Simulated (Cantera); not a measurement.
## Boron, boron nitride and boron oxide: BCl3 + H2

Feed: 1 mol BCl3, 66 mol H2, equilibrated at 1225 K and 10.0 Torr.

Cantera equilibrium calculation (NASA polynomials, part measured and part estimated; ideal gas, pure solids and liquids). Candidate condensed phases: B; 13 gas species. Gases not in the tables: BHCl2. Rates play no part.

The x(H2) is 0.956 and the x(HCl) is 0.0435. The x(BCl3) is 0.000301. The x(H) is 2.64e-6 and the x(BCl2) is 1.61e-6. The x(BCl) comes out as 1.40e-6. The n(B(s)) comes out as 0.979 mol and the gas amount comes out as 67.49 mol.
